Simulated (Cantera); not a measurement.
A closed system holds: 1 mol Si, 0.37 mol CO, a varied amount of N2, held at 1675 °C and 1330 Pa.

These are equilibrium values from Cantera (NASA tables, ideal gas, pure condensed phases), not measurements of a reactor. Candidate condensed phases: C, Si, SiC, SiO2, Si2N2O, Si3N4; 34 gas species. Mutual solubility and eutectic melting of coexisting phases are not modelled. The tables' values for SiN are old estimates; treat these amounts as uncertain. Kinetics and transport are ignored.

x: gas mole fraction; n: condensed amount in mol.

```
n(N2) (mol)   x N2   x SiO     x CO     x Si   x Si2N    x SiN   x Si2C  n Si(l)  n SiC(s)
-----------  -----  ------  -------  -------  -------  -------  -------  -------  --------
2            0.842   0.125   0.0308  0.00174  7.53e-5  5.46e-5  3.81e-5    0.401     0.297
2.5          0.869   0.103   0.0254  0.00174  7.65e-5  5.55e-5  3.81e-5    0.400     0.297
3.1          0.892  0.0854   0.0210  0.00174  7.75e-5  5.62e-5  3.81e-5    0.399     0.297
3.9          0.912       …        …  0.00174  7.84e-5  5.68e-5  3.81e-5    0.397     0.297
4.9          0.928  0.0562   0.0138  0.00174  7.91e-5  5.73e-5  3.81e-5    0.395     0.297
6.1          0.941  0.0458   0.0113  0.00174  7.96e-5  5.77e-5  3.81e-5    0.393     0.297
7.6          0.952  0.0372  0.00915  0.00174  8.01e-5  5.80e-5  3.81e-5    0.390     0.297
9.5          0.961  0.0300  0.00739  0.00174  8.05e-5  5.83e-5  3.81e-5    0.386     0.297
12           0.968  0.0240  0.00590  0.00174  8.08e-5  5.85e-5  3.81e-5    0.381     0.296
15           0.974       …        …  0.00174  8.10e-5  5.87e-5  3.81e-5    0.375     0.296
19           0.979  0.0153  0.00377  0.00174  8.12e-5  5.89e-5  3.81e-5    0.367     0.296
23           0.982  0.0127  0.00312  0.00174  8.14e-5  5.90e-5  3.81e-5    0.358     0.296
```

Q: Fill in the missing entries.

A: 
- 3.9, x SiO: 0.0694
- 3.9, x CO: 0.0171
- 15, x SiO: 0.0193
- 15, x CO: 0.00475
